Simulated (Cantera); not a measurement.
What does this Cantera script print?

```python
import numpy as np
import cantera as ct

gas_names = """
    H H2 N NH NH2 NH3 N2 N2H2 N2H4 Si SiH SiH2 SiH3 SiH4 SiN Si2 Si2N Si3
""".split()
cond_names = """
    Si(cr) Si(L) Si3N4(a)
""".split()


# ... load() reads the species with a 1 bar reference pressure and builds the phases ...
atoms = {
    'SiH4': {'Si': 1, 'H': 4},
    'N2': {'N': 2},
    'H2': {'H': 2},
}
top_T = {'Si3N4(a)': 2400}  # K; cautious upper limits of use, not melting points


# ... equilibrate(T, P, feed) seeds the gas with the atoms and calls Mixture.equilibrate('TP', solver="vcs", rtol=1e-11, max_steps=5000) ...
results = []
feed = {'SiH4': 1, 'N2': 4.3, 'H2': 18}  # mol
T = 1700  # K
P = 100000  # Pa
mix = equilibrate(T, P, feed)
results.append((T, P, feed, dict(zip(mix.species_names, mix.species_moles))))
x = sorted(zip(gas.X, gas.species_names), reverse=True)
print(f"T = {T:g} K  P = {P:g} Pa  gas = {mix.phase_moles(0):.4g} mol")
print("   x: " + "  ".join(f"{s} {v:.3e}" for v, s in x if v > 1e-05))
print("   condensed (mol): " + ("  ".join(f"{mix.phase(i).name} {mix.phase_moles(i):.4g}"
      for i in range(1, mix.n_phases) if mix.phase_moles(i) > 1e-12) or "none"))
```

It prints:

```
T = 1700 K  P = 100000 Pa  gas = 23.63 mol
   x: H2 8.461e-01  N2 1.537e-01  H 1.355e-04  NH3 1.111e-05
   condensed (mol): Si3N4(a) 0.3333
```

Equilibrium computed with Cantera from the NASA thermochemical tables; the gas is ideal and each condensed phase is pure.
